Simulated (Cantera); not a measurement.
Charge: 1 mol AlN, 0.92 mol H2, equilibrated at 1950 K and 7.30 bar.

Method: chemical equilibrium by Gibbs-energy minimisation in Cantera with the NASA 1993 tables (ideal gas, pure condensed phases). Candidate condensed phases: Al, AlN; 13 gas species. Rates play no part.

Base state: H2 0.999, H 0.000424, Al 5.53e-5, N2 5.05e-5, AlH 4.68e-5 (mole fractions); condensed: AlN(s).

Task: What changes in the equilibrium state with this change: AlN replaced by Al2O3?

Result: 
```
species          before     after
-------------  --------  --------
H2                0.999     1.000
H              0.000424  0.000424
H2O                   0   3.38e-5
N2              5.05e-5         0
Al              5.53e-5   8.38e-6
AlH             4.68e-5   7.09e-6
AlN(s), mol       1.000         0
Al2O3(s), mol         0     1.000
```
Further candidate phases: Al2O3, H2O.

Task: What changes in the equilibrium state with this change: AlN replaced by MgO?

Result: 
```tsv
species	before	after
H2	0.999	0.998
H2O	0	0.00102
Mg	0	0.000979
Al	5.53e-5	0
N2	5.05e-5	0
AlH	4.68e-5	0
MgH	0	3.98e-5
AlN(s), mol	1.000	0
MgO(s), mol	0	0.999
```
The tables' values for MgH are old estimates; treat these amounts as uncertain. Further candidate phases: H2O, Mg, MgO, Mg(OH)2.
